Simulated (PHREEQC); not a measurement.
Consider water at 15 °C with 35 mmol/kgw TMAH, 0.1 mmol/kgw CO2 and 0.71 mmol/kgw Na2CO3. Closed to the air; pH follows from the charge balance.

Model: ion-association model, phreeqc.dat, run in PHREEQC.

Precipitation was switched off in this run.

Problem. Predict the pH.

Solution. pH 12.81.

(CH3)4N+ isn't in the database: it is added as a free cation with an ion size of 4 Å.
